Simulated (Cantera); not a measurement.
An isothermal plug-flow reactor at 700 K and 5.00 bar (inlet), inlet velocity 1 m/s, active area per volume 1300 1/m; feed CO : O2 : N2 : H2O = 0.0068 : 0.12 : 0.79 : 0.015 (molar parts).

Model: Deutschmann's 1995 Pt surface mechanism with GRI-Mech 3.0 gas chemistry, integrated in Cantera. Catalytic surfaces can have several steady states; this one follows from the mechanism file's or the stated starting coverage. Mass transfer to the wall is taken as infinitely fast.

Question: What does this change do: pressure from 5.00 bar to 12.0 bar?

Answer: 
| quantity | before | after |
|---|---|---|
| x(CO) at z = 0.0078 m | 0.00592 | 0.00646 |
| x(O2) at z = 0.0078 m | 0.128 | 0.128 |
| x(H2O) at z = 0.0078 m | 0.0161 | 0.0161 |
| x(CO2) at z = 0.0078 m | 0.00138 | 0.000845 |
| θ(free Pt) at the exit | 0.00646 | 0.00507 |
| θ(O*) at the exit | 0.987 | 0.986 |
| θ(OH*) at the exit | 0.00443 | 0.00607 |
| θ(CO*) at the exit | 0.00165 | 0.00266 |

Question: What does this change do: inlet velocity 1 to 0.22 m/s?

Answer: 
```
quantity                 before    after
----------------------  -------  -------
x(CO) at z = 0.0078 m   0.00592  0.00434
x(O2) at z = 0.0078 m     0.128    0.127
x(H2O) at z = 0.0078 m   0.0161   0.0161
x(CO2) at z = 0.0078 m  0.00138  0.00297
θ(free Pt) at the exit  0.00646  0.00469
θ(O*) at the exit         0.987    0.991
θ(OH*) at the exit      0.00443  0.00378
```

Question: What does this change do: temperature 700 to 525 K?

Answer: 
```
quantity                 before    after
----------------------  -------  -------
x(CO) at z = 0.0078 m   0.00592  0.00730
x(O2) at z = 0.0078 m     0.128    0.129
x(H2O) at z = 0.0078 m   0.0161   0.0161
x(CO2) at z = 0.0078 m  0.00138  1.32e-7
θ(O*) at the exit         0.987    0.997
θ(OH*) at the exit      0.00443  0.00240
```
